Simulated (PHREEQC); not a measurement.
Solution (25 °C): 0.0024 mol LiOH, 0.00021 mol H4SiO4 and 6e-05 mol Na2CO3 per kg of water. Closed to the air; pH follows from the charge balance.

The numbers come from PHREEQC with the ion-association model, phreeqc.dat.

No solid was allowed to form.

**Question.** What pH, ionic strength does the model give?

**Answer.** pH 11.31; ionic strength 0.00258 mol/kgw.

**Question.** In which forms is Si present?

**Answer.** H3SiO4- 95 %, H4SiO4 3.0 %, H2SiO4-2 1.6 % of the Si.
